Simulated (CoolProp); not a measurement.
Tetradecamethylhexasiloxane (MD4M) along the isotherm 508.7 K: Z from the reference equation and from simpler models built on Tc = 653.2 K, pc = 828.6 kPa, ω = 0.800; each cubic takes its own stable root.

Values from CoolProp's reference Helmholtz-energy equation of state, Thol 2019.

```
p (kPa)   phase  reference  van der Waals  Redlich-Kwong  Soave-Redlich-Kwong  Peng-Robinson
-------  ------  ---------  -------------  -------------  -------------------  -------------
319      liquid    0.05165        0.09323        0.06526              0.05766        0.05105
637      liquid     0.1028         0.1813         0.1283               0.1144         0.1014
956      liquid     0.1538         0.2665         0.1899               0.1707         0.1514
1270     liquid     0.2037         0.3480         0.2493               0.2256         0.2002
1590     liquid     0.2543         0.4294         0.3086               0.2810         0.2495
1910     liquid     0.3047         0.5092         0.3670               0.3359         0.2984
2230     liquid     0.3547         0.5878         0.4245               0.3904         0.3469
2550     liquid     0.4046         0.6653         0.4813               0.4444         0.3951
2870     liquid     0.4542         0.7420         0.5373               0.4981         0.4430
3190     liquid     0.5036         0.8178         0.5928               0.5514         0.4907
3510     liquid     0.5528         0.8929         0.6477               0.6043         0.5380
3820     liquid     0.6002         0.9651         0.7004               0.6553         0.5836
4140     liquid     0.6490          1.039         0.7544               0.7077         0.6305
```
